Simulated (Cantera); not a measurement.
A Cantera script and what it prints.

```python
import numpy as np
import cantera as ct

gas_names = [...]  # 116 gases of nasa_gas.yaml made of C, H, Mg, O
cond_names = """
    C(gr) C6H6(L) C7H8(L) C8H18(L),n-octa H2O(s) H2O(L) Mg(cr) Mg(L) MgCO3(s) MgO(s) MgO(L) MgO2H2(s)
""".split()


# ... load() reads the species with a 1 bar reference pressure and builds the phases ...
atoms = {
    'MgCO3': {'Mg': 1, 'C': 1, 'O': 3},
    'H2': {'H': 2},
}
top_T = {'C(gr)': 4500}  # K; cautious upper limits of use, not melting points


# ... equilibrate(T, P, feed) seeds the gas with the atoms and calls Mixture.equilibrate('TP', solver="vcs", rtol=1e-11, max_steps=5000) ...
results = []
feed = {'MgCO3': 1, 'H2': 4.8}  # mol
T = 1373.15  # K
P = 101325  # Pa
mix = equilibrate(T, P, feed)
results.append((T, P, feed, dict(zip(mix.species_names, mix.species_moles))))
print(gas.report(threshold=1e-05))
for i in range(1, mix.n_phases):
    print(f"{mix.phase(i).name:16s} {mix.phase_moles(i):12.5e} mol")
```

Result:

```
       temperature   1373.2 K
          pressure   1.0132e+05 Pa
           density   0.082149 kg/m^3
  mean mol. weight   9.2563 kg/kmol
   phase of matter   gas

                          1 kg             1 kmol
                     ---------------   ---------------
          enthalpy         -2.91e+06       -2.6936e+07  J
   internal energy       -4.1434e+06       -3.8353e+07  J
           entropy             22380        2.0716e+05  J/K
    Gibbs function       -3.3641e+07       -3.1139e+08  J
 heat capacity c_p            3772.9             34923  J/K
 heat capacity c_v            2874.6             26608  J/K

                      mass frac. Y      mole frac. X     chem. pot. / RT
                     ---------------   ---------------   ---------------
                CO            0.4692           0.15505           -38.025
               CO2          0.082516          0.017355           -68.272
                H2           0.14647           0.67251           -18.733
               H2O            0.3018           0.15507            -48.98
     [ +112 minor]        1.3303e-05        1.0143e-05

C(gr)             0.00000e+00 mol
Mg(L)             0.00000e+00 mol
MgO(s)            1.00000e+00 mol
```

These are equilibrium values from Cantera (NASA tables, ideal gas, pure condensed phases), not measurements of a reactor.
